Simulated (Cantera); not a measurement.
Charge: 1 mol Si3H8, 0.1 mol Cl2, 520 mol H2, at 13300 Pa.

These are equilibrium values from Cantera (NASA tables, ideal gas, pure condensed phases), not measurements of a reactor. Candidate condensed phases: Si; 19 gas species. The feed counts by its element totals alone. Gases not in the tables: Si2H6 and higher silanes. Rates play no part.

log p: log10 of the partial pressure in bar; n: condensed amount in mol.

```tsv
T (°C)	log p H2	log p H	log p HCl	log p SiH2	log p Si	log p SiH	log p SiCl2	n Si(s)	n Si(l)
825	-0.88	-8.04	-4.29	-9.78	<-12	-12.62	-7.41	3.00	0
875	-0.88	-7.58	-4.29	-9.28	(withheld)	-11.85	-7.37	3.00	0
925	-0.88	-7.16	-4.29	-8.82	(withheld)	-11.15	-7.34	3.00	0
975	-0.88	-6.77	-4.29	-8.40	(withheld)	-10.50	-7.31	3.00	0
1025	-0.88	-6.41	-4.29	-8.01	(withheld)	-9.90	-7.29	3.00	0
1075	-0.88	-6.07	-4.29	-7.65	(withheld)	-9.35	-7.27	3.00	0
1125	-0.88	-5.76	-4.29	-7.31	(withheld)	-8.84	-7.24	3.00	0
1175	-0.88	-5.47	-4.29	-7.00	(withheld)	-8.37	-7.23	3.00	0
1225	-0.88	-5.20	-4.29	-6.71	(withheld)	-7.93	-7.21	3.00	0
1275	-0.88	-4.95	-4.29	-6.44	(withheld)	-7.51	-7.19	3.00	0
1325	-0.88	-4.71	-4.29	-6.19	(withheld)	-7.13	-7.18	3.00	0
1375	-0.88	-4.49	-4.29	-5.95	(withheld)	-6.76	-7.16	2.99	0
1425	-0.88	-4.28	-4.30	-5.73	(withheld)	-6.43	-7.16	0	2.99
1475	-0.88	-4.08	-4.30	-5.56	(withheld)	-6.15	-7.19	0	2.98
```

**Question.** What belongs in the gaps?

**Answer.** 
- 875, log p Si: -12.74
- 925, log p Si: -11.89
- 975, log p Si: -11.11
- 1025, log p Si: -10.39
- 1075, log p Si: -9.73
- 1125, log p Si: -9.11
- 1175, log p Si: -8.53
- 1225, log p Si: -8.00
- 1275, log p Si: -7.50
- 1325, log p Si: -7.03
- 1375, log p Si: -6.59
- 1425, log p Si: -6.18
- 1475, log p Si: -5.84
